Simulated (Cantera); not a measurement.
# Pyrogenic steam for wet oxidation

A perfectly stirred reactor is fed with 22.5 % H2, 35.2 % O2, 42.3 % N2, equivalence ratio 0.32, at 0.118 atm; it is held at 898 K, and followed from long to short residence time.

Computed with Cantera and GRI-Mech 3.0 (53 species, 325 reactions). Radical loss at walls, strong at low pressure, is not modelled. Below about 950 K walls govern HO2 and H2O2 in real vessels. The temperature is held fixed by assumption; the heat of reaction is taken as removed at once.

```json
[
 {"τ (s)": "2.1", "x H2": "0.0121", "x O2": "0.274", "x NO2": "1.02e-10", "x H2O": "0.240", "x N2O": "1.39e-8", "x O": "8.55e-6", "x H": "4.18e-6"},
 {"τ (s)": "0.90", "x H2": "0.0131", "x O2": "0.275", "x NO2": "1.06e-10", "x H2O": "0.239", "x N2O": "1.28e-8", "x O": "1.83e-5", "x H": "9.69e-6"},
 {"τ (s)": "0.38", "x H2": "0.0150", "x O2": "0.275", "x NO2": "1.02e-10", "x H2O": "0.237", "x N2O": "1.12e-8", "x O": "3.78e-5", "x H": "2.28e-5"},
 {"τ (s)": "0.16", "x H2": "0.0183", "x O2": "0.276", "x NO2": "9.32e-11", "x H2O": "0.233", "x N2O": "9.21e-9", "x O": "7.35e-5", "x H": "5.36e-5"},
 {"τ (s)": "0.067", "x H2": "0.0234", "x O2": "0.278", "x NO2": "7.97e-11", "x H2O": "0.227", "x N2O": "7.15e-9", "x O": "0.000136", "x H": "0.000126"},
 {"τ (s)": "0.028", "x H2": "0.0310", "x O2": "0.281", "x NO2": "6.44e-11", "x H2O": "0.219", "x N2O": "5.27e-9", "x O": "0.000242", "x H": "0.000294"},
 {"τ (s)": "0.012", "x H2": "0.0415", "x O2": "0.285", "x NO2": "4.95e-11", "x H2O": "0.206", "x N2O": "3.75e-9", "x O": "0.000409", "x H": "0.000663"},
 {"τ (s)": "0.0049", "x H2": "0.0570", "x O2": "0.290", "x NO2": "3.54e-11", "x H2O": "0.188", "x N2O": "2.50e-9", "x O": "0.000689", "x H": "0.00153"},
 {"τ (s)": "0.0021", "x H2": "0.0769", "x O2": "0.297", "x NO2": "2.43e-11", "x H2O": "0.165", "x N2O": "1.62e-9", "x O": "0.00109", "x H": "0.00325"},
 {"τ (s)": "0.00087", "x H2": "0.104", "x O2": "0.307", "x NO2": "1.51e-11", "x H2O": "0.131", "x N2O": "9.65e-10", "x O": "0.00169", "x H": "0.00664"}
]
```
x: mole fraction; the columns are a selection and need not sum to one.
